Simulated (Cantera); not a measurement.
Charge: 1 mol HgO, 0.72 mol H2, 25 mol N2, held at 7.70 mbar.

Equilibrium computed with Cantera from the NASA thermochemical tables; the gas is ideal and each condensed phase is pure. Candidate condensed phases: H2O, Hg, HgO; 25 gas species. The numbers say what is thermodynamically allowed, not how fast it happens. All values below are at 1150 K.

Base state: N2 0.931, Hg 0.0372, H2O 0.0268, O2 0.00520, NO 2.25e-5 (mole fractions); condensed: gas only.

Problem. What changes in the equilibrium state with this change: HgO replaced by Pb?

Solution. 
```tsv
species	before	after
N2	0.931	0.936
Pb	0	0.0374
H2	1.82e-8	0.0269
Hg	0.0372	0
H2O	0.0268	0
O2	0.00520	0
NO	2.25e-5	0
```
Further candidate phases: Pb.
